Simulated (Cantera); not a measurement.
Feed: 1 mol B₂O₃, 9.6 mol HCl, 45 mol H₂, 7.3 mol BCl₃, held at 47.0 mbar.

Method: chemical equilibrium by Gibbs-energy minimisation in Cantera with the NASA 1993 tables (ideal gas, pure condensed phases). Candidate condensed phases: B, B₂O₃, B₃O₃H₃, H₂O; 33 gas species. Gases not in the tables: BHCl₂. Kinetics and transport are ignored.

### Question
Which condensed phases are stable at each of these points (T (K)): 925, 975, 1025, 1075, 1125, 1175, 1225, 1275?

### Answer
| T (K) | condensed phases | B condensed (%) |
|---|---|---|
| 925 | gas only | 0.0 |
| 975 | gas only | 0.0 |
| 1025 | gas only | 0.0 |
| 1075 | gas only | 0.0 |
| 1125 | gas only | 0.0 |
| 1175 | B(s) | 4.3 |
| 1225 | B(s) | 9.6 |
| 1275 | B(s) | 14.9 |

From 925 K to 1125 K nothing is condensed. From 1175 K to 1275 K the condensed part is B(s).
